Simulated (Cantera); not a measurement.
Mixture: 8.02 % CH₄, 19.3 % O₂, 72.7 % N₂, equivalence ratio 0.83, at 0.938 atm, adiabatic and at constant pressure. Ignition delay is the time to a rise of 400 K.

Computed with Cantera and GRI-Mech 3.0 (53 species, 325 reactions).

Task: Predict: delay at 1125 K; delay at 1225 K; delay at 1325 K; delay at 1425 K; delay at 1525 K; apparent activation energy between 1475 and 1575 K.

Result: 
- delay at 1125 K = 0.133 s
- delay at 1225 K = 30.5 ms
- delay at 1325 K = 8.08 ms
- delay at 1425 K = 2.48 ms
- delay at 1525 K = 0.896 ms
- apparent activation energy between 1475 and 1575 K = 180 kJ/mol
